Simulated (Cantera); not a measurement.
## Equilibrium for silicon nitride deposition: SiH₂Cl₂ + NH₃ + H₂

Charge: 1 mol SiH₂Cl₂, 1 mol NH₃, a varied amount of H₂, equilibrated at 1252 °C and 0.533 Torr.

Equilibrium computed with Cantera from the NASA thermochemical tables; the gas is ideal and each condensed phase is pure. Candidate condensed phases: NH₄Cl, Si, Si₃N₄; 28 gas species. Mutual solubility and eutectic melting of coexisting phases are not modelled. The tables' values for SiCl₃, SiCl are old estimates; treat these amounts as uncertain. Equilibrium is a limit: real reactors are often held back by kinetics, nucleation or transport.

At 0.49 mol H₂ the condensed part is Si(s) + Si₃N₄(s). From 0.92 mol H₂ to 23 mol H₂ the condensed part is Si(s). The main Si-bearing gas is SiCl₂ throughout. The share of Si in condensed phases is highest at 23 mol H₂ (72.2 %) and lowest at 0.49 mol H₂ (36.0 %).

```csv
n(H₂) (mol),x H₂,x HCl,x SiCl₂,x N₂,n Si(s),n Si₃N₄(s)
0.49,0.589,0.159,0.141,0.108,0.337,0.00782
0.92,0.618,0.153,0.124,0.102,0.381,0
1.8,0.670,0.143,0.0994,0.0862,0.417,0
3.4,0.734,0.126,0.0710,0.0676,0.469,0
6.4,0.803,0.104,0.0438,0.0481,0.541,0
12,0.866,0.0782,0.0231,0.0312,0.627,0
23,0.917,0.0535,0.0102,0.0185,0.722,0
```
x: gas mole fraction; n: condensed amount in mol.
